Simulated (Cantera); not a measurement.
An adiabatic, constant-pressure homogeneous reactor starts with 5.29 % C2H4, 19.8 % O2, 74.6 % N2, 0.280 % CO2, equivalence ratio 0.80, at 1125 K and 100000 Pa.

Model: GRI-Mech 3.0 (53 species, 325 reactions), integrated in Cantera. GRI-Mech 3.0 was tuned for natural gas; its chemistry of ethylene as a main component is partial and can be far from experiment.

One state of this run: T (K) = 2586; x C2H4 = <1e-12; x O2 = 0.0448; x NO = 0.00529; x CH3 = <1e-12; x CH2O = 3.59e-11; x OH = 0.0123. x: mole fraction; the columns are a selection and need not sum to one.

Problem. Which value of t (s) does it belong to?
(A) 0.00669
(B) 2.99e-5
(C) 0.000182
(D) 1.21e-5

Solution. A, 0.00669
